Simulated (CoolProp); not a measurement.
C2F6 (R116) along the isobar 2.65 MPa: density (kg/m³) from the reference equation and from simpler models built on Tc = 293.0 K, pc = 3.048 MPa, ω = 0.257; each cubic takes its own stable root.

Model: reference Helmholtz-energy equation of state, Lemmon 2006, in CoolProp. It is a short technical equation, of lower accuracy than the large ones.

```tsv
T (K)	phase	reference
181.5	liquid	1673
212	liquid	1542
242.4	liquid	1387
272.8	liquid	1168
303.3	gas	218.7
333.7	gas	166.3
364.1	gas	140.4
394.6	gas	123.4
425	gas	111.0
```

Task: How far does each simpler model (van der Waals, Redlich-Kwong, Soave-Redlich-Kwong, Peng-Robinson) lie from the reference over these 9 states: mean and median of the absolute difference, and the worst?

Result: 
- van der Waals: mean 17.6 %, median 4.0 %, worst -36.2 % at 272.8 K and 2.65 MPa
- Redlich-Kwong: mean 5.7 %, median 2.8 %, worst -15.4 % at 272.8 K and 2.65 MPa
- Soave-Redlich-Kwong: mean 3.2 %, median 0.7 %, worst -11.4 % at 272.8 K and 2.65 MPa
- Peng-Robinson: mean 3.8 %, median 2.8 %, worst +8.2 % at 181.5 K and 2.65 MPa
